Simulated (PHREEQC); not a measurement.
## City or well water

Synthetic water in mg/L, 25 °C, pH 8, pe 1.4:

| constituent | mg/L |
|---|---|
| Na | 79.1 |
| K | 8.41 |
| Ca | 10.8 |
| Mg | 32.5 |
| Cl | 127 |
| S(6) as SO4 | 39.7 |
| Alkalinity as HCO3 | 150 |
| Si as SiO2 | 0.154 |
| Sr | 0.121 |

Valence states are taken as typed.

The numbers come from PHREEQC with the ion-association model, phreeqc.dat.

Precipitation was switched off in this run.

Q: Predict the specific conductance, charge-balance error.

A: specific conductance 724 µS/cm; charge-balance error 0.0 %.

Q: In which forms is S present?

A: SO4-2 85 %, MgSO4 12 %, CaSO4 1.8 %, NaSO4- 1.0 % of the S.
